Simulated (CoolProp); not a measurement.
A single-stage vapour-compression cycle with cis-2-butene: evaporating at 297.15 K (dew point), condensing at 338.15 K (bubble point), superheat 5 K, subcooling 2 K, compressor efficiency 0.8, no pressure losses. Each further row changes one setting.

Computed with CoolProp (reference Helmholtz-energy equation of state, Lemmon 2005). It is a short technical equation, of lower accuracy than the large ones.

```csv
case,cooling COP,pressure ratio,discharge temperature (K),refrigerating effect (kJ/kg),volumetric capacity (kJ/m³)
as stated,4.97,3.17,350.3,310,1530
evaporating temperature 302.15 K,5.86,2.70,349.0,316,1810
condensing temperature 333.15 K,5.80,2.80,344.9,322,1590
subcooling 7 K,(withheld),3.17,350.3,322,1590
superheat 15 K,5.01,3.17,(withheld),326,1540
compressor efficiency 0.7,4.34,3.17,(withheld),310,1530
```

Problem. What belongs in the gaps?

Solution. 
- subcooling 7 K, cooling COP: 5.16
- superheat 15 K, discharge temperature (K): 360.2
- compressor efficiency 0.7, discharge temperature (K): 355.1
